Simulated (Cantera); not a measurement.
Feed: 1 mol Al, 0.29 mol I2, 6.3 mol H2, 1.3 mol HI, held at 702 °C and 1.20 bar.

Cantera equilibrium calculation (NASA polynomials, part measured and part estimated; ideal gas, pure solids and liquids). Candidate condensed phases: Al, AlI3, I2; 11 gas species. Equilibrium is a limit: real reactors are often held back by kinetics, nucleation or transport.

Base state: H2 0.914, AlI3 0.0804, AlI 0.00544, HI 0.000111, Al2I6 0.000105 (mole fractions); condensed: Al(l).

**Question.** What changes in the equilibrium state with this change: HI from 1.3 to 0.31 mol?

**Answer.** 
```tsv
species	before	after
H2	0.914	0.953
AlI3	0.0804	0.0423
AlI	0.00544	0.00439
Al2I6	0.000105	2.90e-5
HI	0.000111	9.18e-5
Al(l), mol	0.346	0.684
```
